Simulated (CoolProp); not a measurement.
The numbers come from the reference Helmholtz-energy equation of state, Lemmon 2013 in CoolProp.

**Question.** For propylene, give the phase and the cv (kJ/(kg K)), Joule-Thomson coefficient (K/MPa), Prandtl number at 371.5 K and 21.6 kPa; 371.5 K and 68.3 kPa.

**Answer.** 
- 371.5 K and 21.6 kPa: gas; cv 1.61, Joule-Thomson coefficient 9.01, Prandtl number 0.764
- 371.5 K and 68.3 kPa: gas; cv 1.61, Joule-Thomson coefficient 9.05, Prandtl number 0.764

Viscosity comes from a separate model (Huber 2003), an estimate that may be off by 10 % or more. Thermal conductivity comes from a separate model (Huber 2003), an estimate that may be off by 10 % or more.
